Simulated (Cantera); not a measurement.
What does this Cantera script print?

```python
import numpy as np
import cantera as ct

gas_names = """
    I I2 N N2 Na NaI Na2
""".split()
cond_names = """
    I2(cr) I2(L) Na(cr) Na(L) NaI(s) NaI(L)
""".split()


# ... load() reads the species with a 1 bar reference pressure and builds the phases ...
atoms = {
    'NaI': {'Na': 1, 'I': 1},
    'N2': {'N': 2},
}
top_T = {}  # K; cautious upper limits of use, not melting points


# ... equilibrate(T, P, feed) seeds the gas with the atoms and calls Mixture.equilibrate('TP', solver="vcs", rtol=1e-11, max_steps=5000) ...
results = []
feed = {'NaI': 1, 'N2': 63}  # mol
P = 18000  # Pa
for T in [673, 773, 873, 973, 1073, 1173, 1273, 1373, 1473, 1573, 1673, 1773, 1873]:
    mix = equilibrate(T, P, feed)
    results.append((T, P, feed, dict(zip(mix.species_names, mix.species_moles))))
    x = sorted(zip(gas.X, gas.species_names), reverse=True)
    print(f"T = {T:g} K  P = {P:g} Pa  gas = {mix.phase_moles(0):.4g} mol")
    print("   x: " + "  ".join(f"{s} {v:.3e}" for v, s in x if v > 1e-05))
    print("   condensed (mol): " + ("  ".join(f"{mix.phase(i).name} {mix.phase_moles(i):.4g}"
          for i in range(1, mix.n_phases) if mix.phase_moles(i) > 1e-12) or "none"))
```

It prints:

```
T = 673 K  P = 18000 Pa  gas = 63 mol
   x: N2 1.000e+00
   condensed (mol): NaI(s) 1
T = 773 K  P = 18000 Pa  gas = 63 mol
   x: N2 1.000e+00
   condensed (mol): NaI(s) 0.9995
T = 873 K  P = 18000 Pa  gas = 63.01 mol
   x: N2 9.998e-01  NaI 2.206e-04
   condensed (mol): NaI(s) 0.9861
T = 973 K  P = 18000 Pa  gas = 63.17 mol
   x: N2 9.972e-01  NaI 2.751e-03
   condensed (mol): NaI(L) 0.8262
T = 1073 K  P = 18000 Pa  gas = 64 mol
   x: N2 9.844e-01  NaI 1.562e-02
   condensed (mol): none
T = 1173 K  P = 18000 Pa  gas = 64 mol
   x: N2 9.844e-01  NaI 1.561e-02  Na 1.046e-05  I 1.046e-05
   condensed (mol): none
T = 1273 K  P = 18000 Pa  gas = 64 mol
   x: N2 9.843e-01  NaI 1.559e-02  Na 3.594e-05  I 3.594e-05
   condensed (mol): none
T = 1373 K  P = 18000 Pa  gas = 64.01 mol
   x: N2 9.843e-01  NaI 1.552e-02  Na 1.031e-04  I 1.031e-04
   condensed (mol): none
T = 1473 K  P = 18000 Pa  gas = 64.02 mol
   x: N2 9.841e-01  NaI 1.537e-02  Na 2.559e-04  I 2.559e-04
   condensed (mol): none
T = 1573 K  P = 18000 Pa  gas = 64.04 mol
   x: N2 9.838e-01  NaI 1.505e-02  Na 5.629e-04  I 5.628e-04
   condensed (mol): none
T = 1673 K  P = 18000 Pa  gas = 64.07 mol
   x: N2 9.833e-01  NaI 1.449e-02  Na 1.116e-03  I 1.116e-03
   condensed (mol): none
T = 1773 K  P = 18000 Pa  gas = 64.13 mol
   x: N2 9.824e-01  NaI 1.358e-02  Na 2.018e-03  I 2.018e-03
   condensed (mol): none
T = 1873 K  P = 18000 Pa  gas = 64.22 mol
   x: N2 9.811e-01  NaI 1.222e-02  Na 3.349e-03  I 3.349e-03
   condensed (mol): none
```

Equilibrium computed with Cantera from the NASA thermochemical tables; the gas is ideal and each condensed phase is pure. Gases not in the tables: NaBr and NaI dimers.
